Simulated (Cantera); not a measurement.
Input (Python, Cantera) and output of one run.

```python
import numpy as np
import cantera as ct

gas_names = """
    CL CL2 H HCL H2 N NH NH2 NH3 N2 N2H2 N2H4 Si SiCL SiCL2 SiCL3 SiCL4 SiH SiHCL3 SiH2 SiH2CL2 SiH3
    SiH3CL SiH4 SiN Si2 Si2N Si3
""".split()
cond_names = """
    NH4CL(a) NH4CL(b) Si(cr) Si(L) Si3N4(a)
""".split()


# ... load() reads the species with a 1 bar reference pressure and builds the phases ...
atoms = {
    'Si2Cl6': {'Si': 2, 'CL': 6},
    'NH3': {'N': 1, 'H': 3},
    'H2': {'H': 2},
}
top_T = {'Si3N4(a)': 2400}  # K; cautious upper limits of use, not melting points


# ... equilibrate(T, P, feed) seeds the gas with the atoms and calls Mixture.equilibrate('TP', solver="vcs", rtol=1e-11, max_steps=5000) ...
results = []
T = 898.15  # K
P = 9800  # Pa
for m in [0.22, 0.34, 0.53, 0.84, 1.3, 2.1, 3.3, 5.1, 8, 13, 20, 31]:
    feed = {'Si2Cl6': 1, 'NH3': 1.1, 'H2': m}  # mol
    mix = equilibrate(T, P, feed)
    results.append((T, P, feed, dict(zip(mix.species_names, mix.species_moles))))

top = {s: max(r[3][s] / sum(r[3][g] for g in gas_names) for r in results) for s in gas_names}
cols = sorted((s for s in top if top[s] > 0.0001), key=lambda s: -top[s])[:9]
seen = [c for c in cond_names if any(r[3].get(c, 0) > 1e-12 for r in results)]
print("log10 of partial pressures in bar; condensed amounts in mol")
print(f"{'n(H2)':>10s}" + "".join(f"{s[:9]:>10s}" for s in cols + seen))
for T, P, feed, n in results:
    ng = sum(n[g] for g in gas_names)
    print(f"{feed['H2']:10.4g}" + "".join(f"{np.log10(max(n[s] / ng * P / 1e5, 1e-99)):10.3f}" for s in cols)
          + "".join(f"{n.get(c, 0):10.4g}" for c in seen))
```

It prints:

```
log10 of partial pressures in bar; condensed amounts in mol
     n(H2)        H2     SiCL4       HCL        N2    SiHCL3  Si3N4(a)
      0.22    -1.456    -1.488    -1.530    -3.061    -3.969    0.2587
      0.34    -1.436    -1.504    -1.535    -3.129    -3.960    0.2606
      0.53    -1.407    -1.529    -1.545    -3.236    -3.946    0.2632
      0.84    -1.367    -1.565    -1.563    -3.409    -3.925    0.2664
       1.3    -1.321    -1.614    -1.593    -3.659    -3.896    0.2697
       2.1    -1.262    -1.685    -1.648    -4.057    -3.854    0.2725
       3.3    -1.207    -1.773    -1.726    -4.559    -3.808     0.274
       5.1    -1.158    -1.877    -1.824    -5.139    -3.765    0.2747
         8    -1.115    -2.007    -1.948    -5.812    -3.729    0.2749
        13    -1.081    -2.168    -2.101    -6.592    -3.703     0.275
        20    -1.058    -2.328    -2.249    -7.311    -3.692     0.275
        31    -1.042    -2.504    -2.409    -8.051    -3.692     0.275
```

These are equilibrium values from Cantera (NASA tables, ideal gas, pure condensed phases), not measurements of a reactor. The feed counts by its element totals alone. The tables' values for SiCl3 are old estimates; treat these amounts as uncertain.
